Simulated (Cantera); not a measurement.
Input (Python, Cantera) and output of one run.

```python
import numpy as np
import cantera as ct

gas_names = """
    B BH BH2 BH3 BN BO BO2 B2 B2O B2O2 B2O3 B3O3H3 H HBO HBO2 HNO HNO2 HNO3 HO2 H2 H2O H2O2 H3B3O6 N NH
    NH2 NH3 NH2OH NO NO2 NO3 N2 N2H2 N2H4 N2O O OH O2 O3
""".split()
cond_names = """
    B(b) B(L) BN(s) B2O3(L) B3O3H3(cr) H2O(s) H2O(L)
""".split()


# ... load() reads the species with a 1 bar reference pressure and builds the phases ...
atoms = {
    'B2O3': {'B': 2, 'O': 3},
    'NH3': {'N': 1, 'H': 3},
}
top_T = {'BN(s)': 3200}  # K; cautious upper limits of use, not melting points


# ... equilibrate(T, P, feed) seeds the gas with the atoms and calls Mixture.equilibrate('TP', solver="vcs", rtol=1e-11, max_steps=5000) ...
results = []
feed = {'B2O3': 1, 'NH3': 0.43}  # mol
P = 133.322  # Pa
for T in [1400, 1500, 1600, 1700, 1800, 1900, 2000, 2100, 2200, 2300, 2400]:
    mix = equilibrate(T, P, feed)
    results.append((T, P, feed, dict(zip(mix.species_names, mix.species_moles))))
    x = sorted(zip(gas.X, gas.species_names), reverse=True)
    print(f"T = {T:g} K  P = {P:g} Pa  gas = {mix.phase_moles(0):.4g} mol")
    print("   x: " + "  ".join(f"{s} {v:.3e}" for v, s in x if v > 0.0001))
    print("   condensed (mol): " + ("  ".join(f"{mix.phase(i).name} {mix.phase_moles(i):.4g}"
          for i in range(1, mix.n_phases) if mix.phase_moles(i) > 1e-12) or "none"))
```

Output:

```
T = 1400 K  P = 133.322 Pa  gas = 0.8646 mol
   x: H2 7.416e-01  N2 2.481e-01  HBO2 5.229e-03  HBO 2.607e-03  B2O3 1.803e-03  H2O 4.174e-04  H 1.147e-04
   condensed (mol): BN(s) 0.0009399  B2O3(L) 0.9945
T = 1500 K  P = 133.322 Pa  gas = 0.8878 mol
   x: H2 7.127e-01  N2 2.422e-01  B2O3 1.627e-02  HBO2 1.429e-02  HBO 1.201e-02  B2O2 1.509e-03  H2O 4.627e-04  H 4.070e-04  BO 1.789e-04
   condensed (mol): B2O3(L) 0.9725
T = 1600 K  P = 133.322 Pa  gas = 1.021 mol
   x: H2 5.929e-01  N2 2.106e-01  B2O3 1.100e-01  HBO2 4.552e-02  HBO 2.929e-02  B2O2 8.372e-03  BO 1.286e-03  H 1.147e-03  H2O 8.995e-04
   condensed (mol): B2O3(L) 0.8403
T = 1700 K  P = 133.322 Pa  gas = 1.867 mol
   x: B2O3 4.452e-01  H2 2.797e-01  N2 1.151e-01  HBO2 8.915e-02  HBO 3.793e-02  B2O2 2.381e-02  BO 5.789e-03  H 2.134e-03  H2O 1.071e-03
   condensed (mol): none
T = 1800 K  P = 133.322 Pa  gas = 1.878 mol
   x: B2O3 4.318e-01  H2 2.693e-01  N2 1.145e-01  HBO2 9.886e-02  HBO 4.102e-02  B2O2 2.376e-02  BO 1.381e-02  H 5.089e-03  H2O 1.666e-03  BO2 1.498e-04
   condensed (mol): none
T = 1900 K  P = 133.322 Pa  gas = 1.898 mol
   x: B2O3 4.141e-01  H2 2.558e-01  N2 1.133e-01  HBO2 1.096e-01  HBO 4.210e-02  BO 2.897e-02  B2O2 2.209e-02  H 1.099e-02  H2O 2.568e-03  BO2 4.685e-04
   condensed (mol): none
T = 2000 K  P = 133.322 Pa  gas = 1.934 mol
   x: B2O3 3.897e-01  H2 2.375e-01  HBO2 1.219e-01  N2 1.112e-01  BO 5.355e-02  HBO 4.038e-02  H 2.170e-02  B2O2 1.870e-02  H2O 3.984e-03  BO2 1.344e-03
   condensed (mol): none
T = 2100 K  P = 133.322 Pa  gas = 1.99 mol
   x: B2O3 3.572e-01  H2 2.126e-01  HBO2 1.353e-01  N2 1.080e-01  BO 8.754e-02  H 3.935e-02  HBO 3.574e-02  B2O2 1.419e-02  H2O 6.223e-03  BO2 3.593e-03  OH 1.371e-04
   condensed (mol): none
T = 2200 K  P = 133.322 Pa  gas = 2.071 mol
   x: B2O3 3.165e-01  H2 1.807e-01  HBO2 1.473e-01  BO 1.282e-01  N2 1.038e-01  H 6.557e-02  HBO 2.907e-02  B2O2 9.708e-03  H2O 9.558e-03  BO2 8.979e-03  OH 4.840e-04  O 1.224e-04
   condensed (mol): none
T = 2300 K  P = 133.322 Pa  gas = 2.183 mol
   x: B2O3 2.684e-01  BO 1.717e-01  HBO2 1.528e-01  H2 1.434e-01  H 1.004e-01  N2 9.846e-02  HBO 2.187e-02  BO2 2.073e-02  H2O 1.375e-02  B2O2 6.156e-03  OH 1.552e-03  O 7.412e-04
   condensed (mol): none
T = 2400 K  P = 133.322 Pa  gas = 2.344 mol
   x: BO 2.162e-01  B2O3 2.135e-01  HBO2 1.442e-01  H 1.413e-01  H2 1.052e-01  N2 9.160e-02  BO2 4.278e-02  H2O 1.730e-02  HBO 1.548e-02  OH 4.269e-03  O 3.839e-03  B2O2 3.774e-03  O2 2.612e-04  NO 2.302e-04
   condensed (mol): none
```

Equilibrium computed with Cantera from the NASA thermochemical tables; the gas is ideal and each condensed phase is pure. Mutual solubility and eutectic melting of coexisting phases are not modelled.
